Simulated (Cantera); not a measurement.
**Si + SF6 + N2 + NF3 (silicon etching in halogen gases)**

A closed system holds: 1 mol Si, 0.88 mol SF6, 0.12 mol N2, 3.5 mol NF3, equilibrated at 0.150 bar.

Method: chemical equilibrium by Gibbs-energy minimisation in Cantera with the NASA 1993 tables (ideal gas, pure condensed phases). Candidate condensed phases: S, Si, Si3N4; 29 gas species. Equilibrium is a limit: real reactors are often held back by kinetics, nucleation or transport.

| T (°C) | log p F2 | log p F | log p N2 | log p NF3 | log p SiF4 | log p SF6 |
|---|---|---|---|---|---|---|
| 527 | -1.41 | -2.78 | -1.48 | -1.55 | -1.60 | -1.65 |
| 552 | -1.34 | -2.59 | -1.46 | -1.68 | -1.62 | -1.67 |
| 577 | -1.28 | -2.41 | -1.44 | -1.84 | -1.63 | -1.69 |
| 602 | -1.25 | -2.25 | -1.43 | -2.02 | -1.65 | -1.71 |
| 627 | -1.24 | -2.11 | -1.42 | -2.21 | -1.66 | -1.72 |
| 652 | -1.24 | -1.98 | -1.42 | -2.41 | -1.67 | -1.73 |
| 677 | -1.24 | -1.86 | -1.42 | -2.61 | -1.68 | -1.74 |
| 702 | -1.26 | -1.75 | -1.43 | -2.82 | -1.69 | -1.75 |
| 727 | -1.28 | -1.65 | -1.43 | -3.03 | -1.70 | -1.76 |
| 752 | -1.31 | -1.56 | -1.44 | -3.24 | -1.71 | -1.76 |
| 777 | -1.35 | -1.48 | -1.45 | -3.46 | -1.72 | -1.77 |
| 802 | -1.39 | -1.40 | -1.46 | -3.68 | -1.73 | -1.79 |
| 827 | -1.44 | -1.34 | -1.47 | -3.90 | -1.74 | -1.80 |
log p: log10 of the partial pressure in bar; nothing condenses.

From 527 °C to 827 °C nothing is condensed. The main Si-bearing gas is SiF4 throughout.
